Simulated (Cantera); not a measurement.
Input: 1 mol Al, 4.4 mol HCl, 510 mol H2, held at 1098 K and 41.3 Torr.

Method: chemical equilibrium by Gibbs-energy minimisation in Cantera with the NASA 1993 tables (ideal gas, pure condensed phases). Candidate condensed phases: Al, AlCl3; 12 gas species. The tables' values for AlCl2 are old estimates; treat these amounts as uncertain. Rates play no part.

Base state: H2 0.995, HCl 0.00276, AlCl3 0.00192, AlCl2 1.59e-5 (mole fractions); condensed: gas only.

What changes in the equilibrium state with this change: HCl from 4.4 to 0.97 mol?


```
species      before    after
----------  -------  -------
H2            0.995    0.998
AlCl        8.28e-6  0.00187
AlCl2       1.59e-5  7.59e-6
HCl         0.00276  5.84e-6
AlCl3       0.00192  1.94e-6
Al(l), mol        0   0.0388
```

What changes in the equilibrium state with this change: HCl from 4.4 to 1.8 mol?


```csv
species,before,after
H2,0.995,0.998
AlCl,8.28e-6,0.00118
AlCl3,0.00192,0.000658
HCl,0.00276,0.000135
AlCl2,1.59e-5,0.000111
```
